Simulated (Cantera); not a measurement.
Cantera run, input and output.

```python
import numpy as np
import cantera as ct

gas = ct.Solution("gri30.yaml")
gas.TPX = 975, 13332, {'CO': 0.0076, 'O2': 0.024, 'H2O': 0.00058, 'N2': 1}
reactor = ct.IdealGasConstPressureReactor(gas, energy="off", clone=False)
net = ct.ReactorNet([reactor])
net.rtol, net.atol = 1e-08, 1e-18
show = ['CO', 'O2', 'H2O', 'H', 'N2O']
times = np.geomspace(2e-05, 20, 14)

steps = ct.SolutionArray(gas, extra=["t"])
rows = []
print(f"{'t/s':>10s}{'T/K':>9s}{'P/Pa':>11s}" + "".join(f"{s:>11s}" for s in show))
for t in times:
    while net.time < t:
        t_next = net.step()
        steps.append(gas.state, t=t_next)
    rows.append([np.interp(t, steps.t, y) for y in (steps.T, steps.P, *steps(*show).X.T)])
    print(f"{t:10.3e}{rows[-1][0]:9.1f}{rows[-1][1]:11.4g}" + "".join(f"{x:11.3e}" for x in rows[-1][2:]))
rate = np.gradient(steps.T, steps.t)
print("integrator steps:", len(steps.t))
if steps.T.max() > steps.T[0] + 200:
    print(f"time of steepest temperature rise: {steps.t[rate.argmax()]:.4e} s")
gas.TPX = 975, 13332, {'CO': 0.0076, 'O2': 0.024, 'H2O': 0.00058, 'N2': 1}
gas.equilibrate("TP")
print(f"equilibrium (TP): T = {gas.T:.1f} K  " + "  ".join(f"{s} {gas[s].X[0]:.3e}" for s in show))
```

Result:

```
       t/s      T/K       P/Pa         CO         O2        H2O          H        N2O
 2.000e-05    975.0  1.333e+04  7.363e-03  2.325e-02  5.619e-04  9.683e-19  8.527e-21
 5.789e-05    975.0  1.333e+04  7.363e-03  2.325e-02  5.619e-04  9.484e-18  5.424e-20
 1.675e-04    975.0  1.333e+04  7.363e-03  2.325e-02  5.619e-04  1.303e-16  4.160e-19
 4.849e-04    975.0  1.333e+04  7.363e-03  2.325e-02  5.619e-04  1.945e-15  3.354e-18
 1.403e-03    975.0  1.333e+04  7.363e-03  2.325e-02  5.619e-04  2.400e-14  2.791e-17
 4.062e-03    975.0  1.333e+04  7.363e-03  2.325e-02  5.619e-04  2.081e-13  2.326e-16
 1.176e-02    975.0  1.333e+04  7.363e-03  2.325e-02  5.619e-04  1.298e-12  1.968e-15
 3.403e-02    975.0  1.333e+04  7.363e-03  2.325e-02  5.619e-04  6.525e-12  1.805e-14
 9.848e-02    975.0  1.333e+04  7.363e-03  2.325e-02  5.619e-04  4.686e-11  2.295e-13
 2.850e-01    975.0  1.333e+04  7.363e-03  2.325e-02  5.619e-04  3.037e-09  1.582e-11
 8.249e-01    975.0  1.333e+04  3.721e-03  2.141e-02  5.454e-04  1.273e-05  8.312e-08
 2.388e+00    975.0  1.333e+04  5.195e-04  1.989e-02  5.609e-04  7.845e-07  1.400e-07
 6.910e+00    975.0  1.333e+04  6.104e-05  1.967e-02  5.634e-04  3.443e-08  1.562e-07
 2.000e+01    975.0  1.333e+04  6.266e-06  1.965e-02  5.638e-04  1.332e-09  1.610e-07
integrator steps: 1267
equilibrium (TP): T = 975.0 K  CO 3.702e-12  O2 1.964e-02  H2O 5.640e-04  H 2.119e-15  N2O 2.758e-10
```

Detailed kinetics in Cantera: GRI-Mech 3.0 (53 species, 325 reactions).
